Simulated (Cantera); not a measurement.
An isothermal, constant-pressure homogeneous reactor starts with NH3 : N2 = 1 : 1 (molar parts), at 1850 K and 53000 Pa. Integrator tolerance rtol = 1e-08.

Computed with Cantera and the gas-phase N/H chemistry of the illustrative SiF4/NH3 mechanism in the Surface Chemkin manual (1991). Walls and surfaces, which speed up NH3 decomposition in real reactors, are not modelled.

Task: What does this change do: temperature 1850 to 1248 K?

Result: 
| quantity | before | after |
|---|---|---|
| x(NH3) at 40.0 s | 0.000136 (gas-phase equilibrium 3.47e-6) | 0.497 (gas-phase equilibrium 2.00e-5) |
| x(H2) at 40.0 s | 0.499 (gas-phase equilibrium 0.500) | 0.00334 (gas-phase equilibrium 0.500) |
| x(N) at 40.0 s | 3.31e-9 (gas-phase equilibrium 8.41e-11) | 7.68e-12 (gas-phase equilibrium <1e-12) |
| x(N2H2) at 40.0 s | 3.15e-12 (gas-phase equilibrium <1e-12) | 3.46e-8 (gas-phase equilibrium <1e-12) |
| x(NH) at 40.0 s | 1.81e-8 (gas-phase equilibrium 4.59e-10) | 1.87e-9 (gas-phase equilibrium <1e-12) |
